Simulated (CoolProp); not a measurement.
Saturation properties of methane.

The numbers come from the reference Helmholtz-energy equation of state, Setzmann 1991 in CoolProp.

```
T (K)     p (kPa)  liquid density (kg/m³)  surface tension (mN/m)
-----  ----------  ----------------------  ----------------------
146.6  (withheld)                   364.6                    6.38
150.3  (withheld)                   357.3              (withheld)
154          1241                   349.6              (withheld)
157.7        1450                   341.6                    4.48
161.5        1690                   332.8                    3.85
165.2        1950                   323.6                    3.26
168.9        2237                   313.6              (withheld)
172.6  (withheld)                   302.7              (withheld)
```

Task: Fill in the missing entries.

Result: 
- 146.6, p (kPa): 888.6
- 150.3, p (kPa): 1054
- 150.3, surface tension (mN/m): 5.73
- 154, surface tension (mN/m): 5.10
- 168.9, surface tension (mN/m): 2.69
- 172.6, p (kPa): 2554
- 172.6, surface tension (mN/m): 2.13

It boils at 111.7 K under 1 atm.

Surface tension comes from a separate correlation (Mulero 2012).
